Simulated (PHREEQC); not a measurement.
Solution (25 °C): 0.051 mol/kgw NH3, 9.6e-05 mol/kgw H4SiO4 and 0.00045 mol/kgw H3BO3. Closed to the air; pH follows from the charge balance.

Model: ion-association model, phreeqc.dat, run in PHREEQC.

This is a speciation only: nothing precipitates in the calculation.

Order these Si species by the share of Si that they hold, largest first: H4SiO4, H2SiO4-2, H3SiO4-.

H3SiO4- (91 %), H4SiO4 (8.3 %), H2SiO4-2 (0.50 %)

The pH is 10.85 and the ionic strength 0.00128 mol/kgw. Complexes and solids missing from the database can't appear.
